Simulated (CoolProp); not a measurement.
Vapour-liquid equilibrium of CH2F2 (R32) (1) + n-butane (2) at 32.75 °C; x and y are mole fractions of (1).

Values from CoolProp's multi-fluid Helmholtz-energy mixture model, Tillner-Roth 1997 and Bücker 2006; pair parameters Bell 2016.

```
x      bubble pressure (MPa)  y at the bubble point  dew pressure at overall composition x (MPa)  liquid density (mol/L)
-----  ---------------------  ---------------------  -------------------------------------------  ----------------------
0.05                  0.6343                  0.497                                       0.3247                   9.889
0.125                  1.019                  0.680                                       0.3544                   10.18
0.2                    1.294                  0.745                                       0.3897                   10.49
0.275                  1.482                  0.778                                       0.4323                   10.82
0.35                   1.609                  0.797                                       0.4849                   11.16
0.425                  1.696                  0.811                                       0.5515                   11.54
0.5                    1.761                  0.821                                       0.6386                   11.96
0.575                  1.817                  0.831                                       0.7574                   12.44
0.65                   1.870                  0.843                                       0.9289                   13.00
0.725                  1.923                  0.858                                        1.195                   13.68
0.8                    1.978                  0.879                                        1.626                   14.51
0.875                  2.029                  0.909                                        1.969                   15.53
0.95                   2.064                  0.955                                        2.062                   16.81
```

No azeotrope shows between x = 0.05 and 0.95.

The pair parameters rest on a limited set of measurements; away from them the model extrapolates. With so large a gap from Raoult's law the liquid may split in two, which this calculation doesn't test in full.
